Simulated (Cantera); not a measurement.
A perfectly stirred reactor is fed with 7.39 % CH₄, 0.251 % C₂H₆, 15.8 % O₂, 59.5 % N₂, 17.0 % H₂O, at 1.48 atm; it is adiabatic with a 650 K inlet, and is followed from long to short residence time, starting on the burning branch (τ in s: 0.054, 0.026, 0.012, 0.0059, 0.0028, 0.0013, 0.00064, 0.0003, 0.00014, 6.9e-05, 3.3e-05, 1.6e-05, 7.5e-06).

Computed with Cantera and GRI-Mech 3.0 (53 species, 325 reactions).

One state of this run: T (K) = 2134; x CH₄ = 1.09e-5; x C₂H₆ = 4.15e-8; x O₂ = 0.00631; x HCO = 5.10e-8; x NO = 0.000233; x CH₂ = 3.77e-7; x HO₂ = 1.13e-6. x: mole fraction; the columns are a selection and need not sum to one.

**Question.** Which value of τ (s) does it belong to?
A) 0.054
B) 3.3e-5
C) 0.00014
D) 0.026

**Answer.** D, 0.026
